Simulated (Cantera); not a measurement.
A closed system holds: 1 mol Si2H6, 4.7 mol N2O, 0.23 mol O3, equilibrated at 1150 K and 75.0 Torr.

Cantera equilibrium calculation (NASA polynomials, part measured and part estimated; ideal gas, pure solids and liquids). Candidate condensed phases: H2O, Si, SiO2, Si2N2O, Si3N4; 35 gas species. The feed counts by its element totals alone. The tables hold silica as quartz up to 1696 K and as liquid above; real silica turns to tridymite and cristobalite and melts near 1996 K. Kinetics and transport are ignored.

Base state: N2 0.610, H2 0.209, H2O 0.181 (mole fractions); condensed: SiO2(β-quartz).

Problem. What changes in the equilibrium state with this change: N2O from 4.7 to 0.33 mol?

Solution. 
```csv
species,before,after
H2,0.209,1.000
H2O,0.181,2.39e-8
N2,0.610,<1e-9
"SiO2(β-quartz), mol",2.00,0.345
"Si(s), mol",0,0.995
"Si2N2O(s), mol",0,0.330
```
Mutual solubility and eutectic melting of coexisting phases are not modelled.
